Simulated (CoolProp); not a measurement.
Vapour-liquid equilibrium of R22 (1) + R142b (2) at 2.41 bar; x and y are mole fractions of (1).

The numbers come from the multi-fluid Helmholtz-energy mixture model, Kamei 1995 and Lemmon 2006; pair parameters Bell 2016 in CoolProp.

```
x     bubble temperature, mixture model (K)  bubble temperature, Raoult's law (K)  y, mixture model  y, Raoult's law
----  -------------------------------------  ------------------------------------  ----------------  ---------------
0.05                                  284.7                                 284.4             0.132            0.147
0.2                                   277.3                                 276.4             0.424            0.459
0.35                                  271.3                                 270.1             0.619            0.653
0.5                                   266.1                                 264.9             0.759            0.782
0.65                                  261.5                                 260.6             0.861            0.872
0.8                                   257.4                                 256.9             0.935            0.938
0.95                                  253.8                                 253.7             0.987            0.986
```

The largest gap from Raoult's law is +1.2 K in bubble temperature, at x = 0.5. No azeotrope shows between x = 0.05 and 0.95.

Pair parameters are fitted to limited data, so mixtures are less certain than the pure fluids.
